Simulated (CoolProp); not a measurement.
Properties of R410A along the isotherm 226.85 °C.

Values from CoolProp's reference Helmholtz-energy equation of state, Lemmon 2003. It is a pseudo-pure fit of the blend.

```
p (bar)          phase  cv (kJ/(kg K))  Joule-Thomson coefficient (K/MPa)  conductivity (mW/(m K))  Prandtl number  fugacity coefficient
-------  -------------  --------------  ---------------------------------  -----------------------  --------------  --------------------
11.1               gas          0.9880                              4.029                     28.9           0.830                0.9797
22.3               gas          0.9952                              3.971                     29.6           0.838                0.9599
33.4               gas           1.002                              3.907                     30.4           0.849                0.9408
44.6               gas           1.009                              3.834                     31.2           0.864                0.9222
55.7     supercritical           1.016                              3.753                     32.0           0.883                0.9044
66.8     supercritical           1.023                              3.661                     32.8           0.907                0.8873
78       supercritical           1.030                              3.557                     33.7           0.935                0.8706
89.1     supercritical           1.037                              3.440                     34.7           0.968                0.8547
100      supercritical           1.042                              3.311                     35.6            1.01                0.8397
111      supercritical           1.048                              3.166                     36.6            1.05                0.8252
123      supercritical           1.054                              2.994                     37.7            1.09                0.8102
```

Viscosity comes from a separate model (Geller 2000). Thermal conductivity comes from a separate model (Geller 2001).
